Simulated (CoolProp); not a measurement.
Water along the isotherm 330.15 °C: fugacity coefficient from the reference equation and from simpler models built on Tc = 373.9 °C, pc = 22060 kPa, ω = 0.344; each cubic takes its own stable root.

Model: reference Helmholtz-energy equation of state, Wagner 2002, in CoolProp.

```tsv
p (kPa)	phase	reference	van der Waals	Redlich-Kwong	Soave-Redlich-Kwong
6130	gas	0.8779	(withheld)	0.8861	0.8814
12300	gas	0.7481	0.8040	0.7728	0.7627
18400	liquid	0.5304	(withheld)	(withheld)	0.5573
24500	liquid	0.4116	0.5402	0.4746	0.4393
30600	liquid	0.3402	0.4610	0.3990	0.3685
36800	liquid	0.2921	0.4080	(withheld)	0.3210
42900	liquid	0.2584	0.3715	0.3127	0.2879
49000	liquid	0.2332	0.3448	0.2864	(withheld)
55200	liquid	(withheld)	0.3245	0.2659	(withheld)
```

Task: Some entries are withheld; supply them.

Result: 
- 6130, van der Waals: 0.9028
- 18400, van der Waals: 0.6726
- 18400, Redlich-Kwong: 0.6005
- 36800, Redlich-Kwong: 0.3481
- 49000, Soave-Redlich-Kwong: 0.2633
- 55200, reference: 0.2134
- 55200, Soave-Redlich-Kwong: 0.2442
